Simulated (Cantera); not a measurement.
Cantera run, input and output.

```python
import numpy as np
import cantera as ct

surf = ct.Interface("diamond.yaml", "diamond_100")
gas, bulk = surf.adjacent["gas"], surf.adjacent["diamond"]
k = surf.kinetics_species_index(bulk.species_names[0])
cover = ["c6HH", "c6H*", "c6*H", "c6**", "c6HM", "c6B"]

rows, drift = [], 0.0
print(f"{'xH':>10s}{'um/h':>11s}" + "".join(f"{s:>11s}" for s in cover))
for v in [0.0001, 0.00021, 0.00045, 0.00097, 0.0021, 0.0044, 0.0093, 0.02, 0.042]:
    T, P, xH, xCH3 = 900, 1600, v, 0.00023
    gas.TPX = T, P, {"H": xH, "CH3": xCH3, "CH4": 0.0047, "H2": 1 - xH - xCH3 - 0.0047}
    surf.TP = bulk.TP = T, P
    surf.coverages = "c6H*:0.1, c6HH:0.9"
    surf.advance_coverages(100.0)
    before = surf.coverages
    surf.advance_coverages(100.0)
    drift = max(drift, np.max(np.abs(surf.coverages - before) / (surf.coverages + 1e-9)))
    rate = surf.net_production_rates[k] * bulk.mean_molecular_weight / bulk.density * 3.6e9
    rows.append([rate, *surf[cover].coverages])
    print(f"{v:10.4g}{rate:11.4e}" + "".join(f"{x:11.3e}" for x in rows[-1][1:]))
```

Output:

```
        xH       um/h       c6HH       c6H*       c6*H       c6**       c6HM        c6B
    0.0001 2.8124e-01  2.906e-01  4.105e-03  1.150e-01  9.200e-04  4.741e-01  7.632e-10
   0.00021 4.6584e-01  3.750e-01  5.471e-03  1.532e-01  1.624e-03  3.736e-01  1.264e-09
   0.00045 6.8365e-01  4.748e-01  7.054e-03  1.975e-01  2.486e-03  2.558e-01  1.855e-09
   0.00097 8.7618e-01  5.628e-01  8.443e-03  2.364e-01  3.261e-03  1.520e-01  2.378e-09
    0.0021 1.0086e+00  6.233e-01  9.396e-03  2.630e-01  3.799e-03  8.083e-02  2.737e-09
    0.0044 1.0821e+00  6.568e-01  9.929e-03  2.777e-01  4.099e-03  4.138e-02  2.936e-09
    0.0093 1.1215e+00  6.747e-01  1.023e-02  2.856e-01  4.260e-03  2.029e-02  3.043e-09
      0.02 1.1415e+00  6.838e-01  1.040e-02  2.895e-01  4.345e-03  9.602e-03  3.098e-09
     0.042 1.1511e+00  6.880e-01  1.053e-02  2.913e-01  4.389e-03  4.610e-03  3.124e-09
```

Computed with Cantera and the Harris–Goodwin 1993 mechanism for the reconstructed diamond (100) surface.
